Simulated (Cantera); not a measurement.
Input: 1 mol V, a varied amount of H2O, held at 1650 °C and 3.30e-5 bar.

Cantera equilibrium calculation (NASA polynomials, part measured and part estimated; ideal gas, pure solids and liquids). Candidate condensed phases: H2O, V, VO, V2O3, V2O4, V2O5; 12 gas species. Mutual solubility and eutectic melting of coexisting phases are not modelled. VO: taken at fixed stoichiometry. Condensed phases not in the tables: the oxides between V2O3 and V2O5 other than VO2, N, O or C dissolved in the metal. Kinetics and transport are ignored.

x: gas mole fraction; n: condensed amount in mol.

| n(H2O) (mol) | x H2 | x H | x VO2 | x V | x VO | x H2O | n V(s) | n VO(s) | n V2O3(s) |
|---|---|---|---|---|---|---|---|---|---|
| 0.25 | 0.813 | 0.148 | 0.00117 | 0.0208 | 0.0170 | 0.000187 | 0.745 | 0.244 | 0 |
| 0.3 | 0.813 | 0.148 | 0.00117 | 0.0208 | 0.0170 | 0.000187 | 0.693 | 0.293 | 0 |
| 0.36 | 0.813 | 0.148 | 0.00117 | 0.0208 | 0.0170 | 0.000187 | 0.632 | 0.352 | 0 |
| 0.42 | 0.813 | 0.148 | 0.00117 | 0.0208 | 0.0170 | 0.000187 | 0.571 | 0.411 | 0 |
| 0.5 | 0.813 | 0.148 | 0.00117 | 0.0208 | 0.0170 | 0.000187 | 0.489 | 0.489 | 0 |
| 0.6 | 0.813 | 0.148 | 0.00117 | 0.0208 | 0.0170 | 0.000187 | 0.387 | 0.587 | 0 |
| 0.71 | 0.813 | 0.148 | 0.00117 | 0.0208 | 0.0170 | 0.000187 | 0.274 | 0.694 | 0 |
| 0.84 | 0.813 | 0.148 | 0.00117 | 0.0208 | 0.0170 | 0.000187 | [?] | [?] | 0 |
| 1 | 0.824 | 0.149 | [?] | [?] | 0.0170 | [?] | 0 | [?] | 0 |
| 1.2 | 0.712 | 0.138 | 0.116 | 0.000209 | 0.0170 | 0.0162 | 0 | 0.798 | 0.000764 |
| 1.4 | 0.712 | 0.138 | 0.116 | 0.000209 | 0.0170 | 0.0162 | 0 | 0.431 | 0.168 |

Problem. Some entries are withheld; supply them.

Solution. 
- 1, x VO2: 0.00457
- 1, x V: 0.00532
- 1, x H2O: 0.000739
- 1, n VO(s): 0.970
- 0.84, n V(s): 0.142
- 0.84, n VO(s): 0.822
